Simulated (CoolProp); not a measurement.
500 sccm (0 °C, 1 atm) of nitrogen bubbles through liquid octamethylcyclotetrasiloxane (D4) at 372.1 K and leaves saturated at a total pressure of 0.033 MPa (ideal gas phase). Each further row changes one setting.

Model: reference Helmholtz-energy equation of state, Thol 2015, in CoolProp.

```tsv
case	vapour pressure (kPa)	mole fraction of vapour	delivery (mg/min)	delivery (sccm)	change of delivery for a bath 1 K warmer (%)
as stated	8.37	0.254	2250	…	5.7
bath temperature 377.1 K	…	…	…	226	6.0
total pressure 0.066 MPa	8.37	0.127	…	72.6	…
```

Problem. What belongs in the gaps?

Solution. 
- as stated, delivery (sccm): 170
- bath temperature 377.1 K, vapour pressure (kPa): 10.3
- bath temperature 377.1 K, mole fraction of vapour: 0.311
- bath temperature 377.1 K, delivery (mg/min): 2990
- total pressure 0.066 MPa, delivery (mg/min): 961
- total pressure 0.066 MPa, change of delivery for a bath 1 K warmer (%): 4.9
